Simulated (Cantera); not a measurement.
Feed: 1 mol C₆H₆, 0.42 mol NH₃, equilibrated at 2375 K and 23.0 bar.

Method: chemical equilibrium by Gibbs-energy minimisation in Cantera with the NASA 1993 tables (ideal gas, pure condensed phases). Candidate condensed phases: C, C₆H₆, C₇H₈, C₈H₁₈; 92 gas species. Equilibrium is a limit: real reactors are often held back by kinetics, nucleation or transport.

Base state: H₂ 0.927, N₂ 0.0488, HCN 0.0108, C₂H₂ (acetylene) 0.00575, CH₄ 0.00367, H 0.00283, HNC 0.00109, CH₃ 0.000207 (mole fractions); condensed: C(graphite).

Task: What changes in the equilibrium state with this change: temperature from 2375 K to 1673.15 K?

Result: 
| species | before | after |
|---|---|---|
| H₂ | 0.927 | 0.920 |
| N₂ | 0.0488 | 0.0555 |
| CH₄ | 0.00367 | 0.0236 |
| HCN | 0.0108 | 0.000713 |
| C₄H₂ | 1.47e-5 | 1.17e-9 |
| H | 0.00283 | 2.28e-5 |
| C₂H₂ (acetylene) | 0.00575 | 5.25e-5 |
| HNC | 0.00109 | 1.99e-5 |
| C(graphite), mol | 5.89 | 5.91 |

Task: What changes in the equilibrium state with this change: NH₃ from 0.42 to 0.85 mol?

Result: 
| species | before | after |
|---|---|---|
| H₂ | 0.927 | 0.890 |
| N₂ | 0.0488 | 0.0830 |
| HCN | 0.0108 | 0.0138 |
| HNC | 0.00109 | 0.00139 |
| NH₃ | 5.40e-5 | 6.62e-5 |
| CH₃CN | 1.84e-5 | 2.26e-5 |
| C₂H₄ | 0.000142 | 0.000131 |
| CH₄ | 0.00367 | 0.00338 |
| C(graphite), mol | 5.89 | 5.86 |
